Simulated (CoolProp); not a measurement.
Vapour-liquid equilibrium of R22 (1) + R115 (2) at 268.1 K; x and y are mole fractions of (1).

Computed with CoolProp (multi-fluid Helmholtz-energy mixture model, Kamei 1995 and Lemmon 2016; pair parameters Bell 2016).

```csv
x,bubble pressure (bar),y at the bubble point,dew pressure at overall composition x (bar),liquid density (mol/L)
0.05,4.036,0.107,3.881,9.345
0.15,4.405,0.243,4.155,9.692
0.25,4.609,0.332,4.422,10.09
0.35,4.721,0.403,4.643,10.54
0.45,4.773,0.468,4.764,11.04
0.55,4.776,0.536,4.771,11.61
0.65,4.730,0.612,4.694,12.24
0.75,4.636,0.701,4.572,12.94
0.85,4.494,0.806,4.430,13.71
0.95,4.312,0.930,4.283,14.56
```

y crosses x between x = 0.45 and 0.55: the model has an azeotrope there.

Pair parameters are fitted to limited data, so mixtures are less certain than the pure fluids.
